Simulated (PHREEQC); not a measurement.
Solution (50 °C): 0.0017 mol/kgw CuCl2, 0.00026 mol/kgw HCl and 0.023 mol/kgw KCl. Closed to the air; pH follows from the charge balance.

All values are PHREEQC results (ion-association model, wateq4f.dat), not measurements.

| quantity | before | after |
|---|---|---|
| Cu+2 (mol/kgw) | 0.00152 | 0.000795 |
| CuCl+ (mol/kgw) | 0.000180 | 5.47e-5 |
| CuCl2 (mol/kgw) | 2.32e-6 | 3.87e-7 |
| CuOH+ (mol/kgw) | 4.27e-8 | 4.81e-8 |
| Cu2(OH)2+2 (mol/kgw) | 1.09e-8 | 1.28e-8 |
| SI of Tenorite (CuO) | -2.55 | -2.20 |
| SI of Atacamite (Cu2(OH)3Cl) | -3.17 | -3.03 |

**Question.** What was changed between the two runs?
A. diluted 2-fold with water
B. KCl left out
C. CuCl2 from 0.0017 to 0.0034 mol/kgw
D. HCl from 0.00026 to 0.0013 mol/kgw
E. HCl from 0.00026 to 0.00039 mol/kgw

**Answer.** A, diluted 2-fold with water

This is a speciation only: nothing precipitates in the calculation. Away from 25 °C the constants follow the database's enthalpies or fits; those with neither stay at their 25 °C values.
